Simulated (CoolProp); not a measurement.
Model: reference Helmholtz-energy equation of state, Span 2000, in CoolProp.

### Question
Give the vapour pressure (kPa), liquid density (kg/m³), enthalpy of vaporisation (kJ/kg), vapour Z of saturated nitrogen at 112 K.

### Answer
```tsv
T (K)	p (kPa)	liquid density (kg/m³)	enthalpy of vaporisation (kJ/kg)	vapour Z
112	1640	605	128	0.692
```
